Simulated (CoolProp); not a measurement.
The fluid at 298.15 K and 8.83 MPa flows at 0.37 m/s in a round tube of 12.7 mm bore and 45 µm roughness, fully developed (64/Re and Nu = 3.66 if laminar; Colebrook and Gnielinski if turbulent). The same conditions are run with several fluids, on thermodynamics alone (safety and materials aside).

The numbers come from the reference Helmholtz-energy equation of state of each fluid (methane: Setzmann 1991; nitrogen: Span 2000; CF4 (R14): Platzer 1990; C2F6 (R116): Lemmon 2006) in CoolProp. The equations of Platzer and Polt are older, rougher fits.

### Question
Rank methane, nitrogen, CF4 (R14), C2F6 (R116) by Reynolds number, highest first.

### Answer
CF4 (R14) (72600), C2F6 (R116) (48400), nitrogen (23900), methane (23300)

```
fluid        Darcy friction factor  pressure drop (Pa/m)  heat-transfer coefficient (W/(m² K))  mass flow (kg/h)
-----------  ---------------------  --------------------  ------------------------------------  ----------------
methane                     0.0317                  11.3                                   285              11.2
nitrogen                    0.0317                  17.0                                   190              16.8
CF4 (R14)                   0.0290                  68.6                                   559              74.0
C2F6 (R116)                 0.0297                   182                                  1040               191
```

Transport values come from each fluid's own correlations; those of CF4 (R14), C2F6 (R116) are estimates that may be off by 10 % or more.
